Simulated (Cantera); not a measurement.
**Fluorocarbon and chlorocarbon gases: CCl₄ + H₂**

A closed system holds: 1 mol CCl₄, 0.41 mol H₂, at 2.40e-5 bar.

Equilibrium computed with Cantera from the NASA thermochemical tables; the gas is ideal and each condensed phase is pure. Candidate condensed phases: C, C₆H₆, C₇H₈, C₈H₁₈; 91 gas species. The numbers say what is thermodynamically allowed, not how fast it happens.

```json
[
 {"T (K)": "1973", "x Cl": "0.800", "x HCl": "0.184", "x H": "0.0131", "x C": "7.03e-7", "x C₃": "5.88e-7", "x C₂": "4.96e-8", "n C(graphite)": "1.000"},
 {"T (K)": "2048", "x Cl": "0.807", "x HCl": "0.159", "x H": "0.0304", "x C": "3.48e-6", "x C₃": "3.66e-6", "x C₂": "3.12e-7", "n C(graphite)": "1.000"},
 {"T (K)": "2123", "x Cl": "0.815", "x HCl": "0.121", "x H": "0.0583", "x C": "1.54e-5", "x C₃": "2.00e-5", "x C₂": "1.72e-6", "n C(graphite)": "1.000"},
 {"T (K)": "2198", "x Cl": "0.822", "x HCl": "0.0801", "x H": "0.0917", "x C": "6.14e-5", "x C₃": "9.67e-5", "x C₂": "8.44e-6", "n C(graphite)": "0.998"},
 {"T (K)": "2273", "x Cl": "0.825", "x HCl": "0.0473", "x H": "0.122", "x C": "0.000224", "x C₃": "0.000420", "x C₂": "3.72e-5", "n C(graphite)": "0.992"},
 {"T (K)": "2348", "x Cl": "0.826", "x HCl": "0.0258", "x H": "0.142", "x C": "0.000749", "x C₃": "0.00166", "x C₂": "0.000149", "n C(graphite)": "0.971"},
 {"T (K)": "2423", "x Cl": "0.822", "x HCl": "0.0136", "x H": "0.154", "x C": "0.00233", "x C₃": "0.00601", "x C₂": "0.000546", "n C(graphite)": "0.896"},
 {"T (K)": "2498", "x Cl": "0.806", "x HCl": "0.00694", "x H": "0.158", "x C": "0.00675", "x C₃": "0.0201", "x C₂": "0.00185", "n C(graphite)": "0.649"},
 {"T (K)": "2573", "x Cl": "0.766", "x HCl": "0.00339", "x H": "0.153", "x C": "0.0175", "x C₃": "0.0542", "x C₂": "0.00531", "n C(graphite)": "0"},
 {"T (K)": "2648", "x Cl": "0.759", "x HCl": "0.00185", "x H": "0.153", "x C": "0.0304", "x C₃": "0.0482", "x C₂": "0.00710", "n C(graphite)": "0"},
 {"T (K)": "2723", "x Cl": "0.748", "x HCl": "0.00103", "x H": "0.152", "x C": "0.0498", "x C₃": "0.0397", "x C₂": "0.00887", "n C(graphite)": "0"},
 {"T (K)": "2798", "x Cl": "0.734", "x HCl": "0.000579", "x H": "0.150", "x C": "0.0760", "x C₃": "0.0291", "x C₂": "0.0100", "n C(graphite)": "0"}
]
```
x: gas mole fraction; n: condensed amount in mol.

From 1973 K to 2498 K the condensed part is C(graphite). From 2573 K to 2798 K nothing is condensed. The main C-bearing gas is C₂H₂ (acetylene) at 1973 K and C₃ at 2798 K.
